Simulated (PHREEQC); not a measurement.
A solution holds 0.23 mol/kgw Cu(NO3)2, 0.012 mol/kgw H2SO4 and 0.00028 mol/kgw NaCl, at 50 °C. Closed to the air; pH follows from the charge balance.

Model: ion-association model, wateq4f.dat, run in PHREEQC.

No solid was allowed to form.

**Question.** Order these S species by the share of S that they hold, largest first: CuSO4, SO4-2, HSO4-.

**Answer.** CuSO4 (48 %), SO4-2 (30 %), HSO4- (22 %)

The pH is 1.80 and the ionic strength 0.698 mol/kgw. Away from 25 °C the constants follow the database's enthalpies or fits; those with neither stay at their 25 °C values.
